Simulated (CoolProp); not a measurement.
A single-stage vapour-compression cycle with the fluid: evaporating at 211.15 K (dew point), condensing at 254.15 K (bubble point), superheat 0 K, subcooling 2 K, compressor efficiency 0.8, no pressure losses. The same conditions are run with several fluids, on thermodynamics alone (safety and materials aside).

Computed with CoolProp (reference Helmholtz-energy equation of state of each fluid (fluoroethane (R161): Wu 2012; C2F6 (R116): Lemmon 2006; propane: Lemmon 2009; R134a: Tillner-Roth 1994; R22: Kamei 1995; R410A: Lemmon 2003)). Blends and air are pseudo-pure fits.

| fluid | cooling COP | pressure ratio | discharge temperature (K) | refrigerating effect (kJ/kg) | volumetric capacity (kJ/m³) |
|---|---|---|---|---|---|
| fluoroethane (R161) | 3.38 | 7.82 | 311.0 | 369 | 290 |
| C2F6 (R116) | 2.82 | 4.83 | 259.0 | 65.9 | 1260 |
| propane | 3.40 | 6.61 | 286.5 | 353 | 347 |
| R134a | 3.38 | 9.94 | 288.4 | 188 | 154 |
| R22 | 3.36 | 7.63 | 313.5 | 202 | 337 |
| R410A | 3.31 | 7.28 | 306.1 | 225 | 548 |
